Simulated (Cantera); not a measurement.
Charge: 1 mol Si, 0.53 mol HCl, 5.5 mol H2, equilibrated at 5.50 bar.

These are equilibrium values from Cantera (NASA tables, ideal gas, pure condensed phases), not measurements of a reactor. Candidate condensed phases: Si; 19 gas species. The tables' values for SiCl3 are old estimates; treat these amounts as uncertain. Kinetics and transport are ignored.

x: gas mole fraction; n: condensed amount in mol.

| T (K) | x H2 | x HCl | x SiHCl3 | x SiCl4 | n Si(s) |
|---|---|---|---|---|---|
| 623 | 0.972 | 2.37e-5 | 0.0170 | 0.00895 | 0.837 |
| 698 | 0.972 | 0.000106 | 0.0166 | 0.00912 | 0.837 |
| 773 | 0.972 | 0.000351 | 0.0162 | 0.00927 | 0.838 |
| 848 | 0.972 | 0.000936 | 0.0157 | 0.00935 | 0.839 |
| 923 | 0.971 | 0.00212 | 0.0152 | 0.00933 | 0.841 |
| 998 | 0.969 | 0.00421 | 0.0146 | 0.00915 | 0.844 |
| 1073 | 0.967 | 0.00752 | 0.0138 | 0.00876 | 0.850 |
| 1148 | 0.963 | 0.0123 | 0.0127 | … | 0.857 |
| 1223 | 0.959 | 0.0186 | 0.0112 | … | 0.867 |
| 1298 | 0.953 | 0.0261 | 0.00940 | … | 0.877 |

Problem. Complete the blanks.

Solution. 
- 1148, x SiCl4: 0.00807
- 1223, x SiCl4: 0.00705
- 1298, x SiCl4: 0.00570
